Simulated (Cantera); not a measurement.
A closed system holds: 1 mol SiCl₄, 11 mol H₂O, a varied amount of N₂, held at 1175 K and 110 Pa.

Equilibrium computed with Cantera from the NASA thermochemical tables; the gas is ideal and each condensed phase is pure. Candidate condensed phases: H₂O, NH₄Cl, Si, SiO₂, Si₂N₂O, Si₃N₄; 47 gas species. The tables hold silica as quartz up to 1696 K and as liquid above; real silica turns to tridymite and cristobalite and melts near 1996 K. Kinetics and transport are ignored.

Problem. At 8 mol N₂, list the 5 most abundant gas species with their mole fractions, and the condensed phases.

Solution. H₂O 0.429, N₂ 0.381, HCl 0.190, Cl 8.56e-5, H₂ 5.16e-5. Condensed: SiO₂(β-quartz).
